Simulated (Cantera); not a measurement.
Feed: 1 mol C2H4, 0.48 mol H2O, 0.36 mol H2, held at 0.590 bar.

These are equilibrium values from Cantera (NASA tables, ideal gas, pure condensed phases), not measurements of a reactor. Candidate condensed phases: C, C6H6, C7H8, C8H18, H2O; 110 gas species. The numbers say what is thermodynamically allowed, not how fast it happens.

x: gas mole fraction; n: condensed amount in mol.

```csv
T (°C),x H2,x CO,x H,x C2H2 (acetylene),n C(graphite)
1400,0.855,0.145,0.000137,4.87e-5,1.52
1475,0.855,0.145,0.000275,9.65e-5,1.52
1550,0.854,0.145,0.000521,0.000181,1.52
1625,0.854,0.145,0.000940,0.000321,1.52
1700,0.853,0.144,…,…,1.52
1775,0.852,0.144,0.00269,0.000893,1.51
1850,0.850,0.144,0.00431,0.00141,1.51
1925,0.847,0.144,0.00667,0.00215,1.51
2000,0.843,0.144,…,…,1.50
2075,0.837,0.144,0.0147,0.00457,1.49
```

Q: What belongs in the gaps?

A: 
- 1700, x H: 0.00162
- 1700, x C2H2 (acetylene): 0.000547
- 2000, x H: 0.0100
- 2000, x C2H2 (acetylene): 0.00318
